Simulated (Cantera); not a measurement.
Feed: 1 mol Si, 4.1 mol Cl₂, a varied amount of H₂, equilibrated at 800 °C and 0.133 bar.

These are equilibrium values from Cantera (NASA tables, ideal gas, pure condensed phases), not measurements of a reactor. Candidate condensed phases: Si; 19 gas species. Rates play no part.

Question: At 1.9 mol H₂, list the 4 most abundant gas species with their mole fractions, and the condensed phases.

Answer: HCl 0.760, SiCl₄ 0.200, Cl₂ 0.0397, Cl 0.000588. Condensed: gas only.
